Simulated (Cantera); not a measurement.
A perfectly stirred reactor is fed with NO : N2 = 1 : 0.61 (molar parts), at 750 Torr; it is held at 1923 K, and followed from long to short residence time.

Computed with Cantera and GRI-Mech 3.0 (53 species, 325 reactions).

Predict: x(NO) at τ = 0.810 s; x(N2O) at τ = 0.810 s; x(N2) at τ = 0.810 s; x(NO2) at τ = 0.810 s; x(O2) at τ = 0.810 s; x(NO) at τ = 20.0 ms; x(N2O) at τ = 20.0 ms; x(N2) at τ = 20.0 ms; x(NO2) at τ = 20.0 ms; x(O2) at τ = 20.0 ms.


- x(NO) at τ = 0.810 s: 0.388
- x(N2O) at τ = 0.810 s: 6.46e-5
- x(N2) at τ = 0.810 s: 0.495
- x(NO2) at τ = 0.810 s: 0.000576
- x(O2) at τ = 0.810 s: 0.116
- x(NO) at τ = 20.0 ms: 0.610
- x(N2O) at τ = 20.0 ms: 0.000162
- x(N2) at τ = 20.0 ms: 0.384
- x(NO2) at τ = 20.0 ms: 0.000297
- x(O2) at τ = 20.0 ms: 0.00509
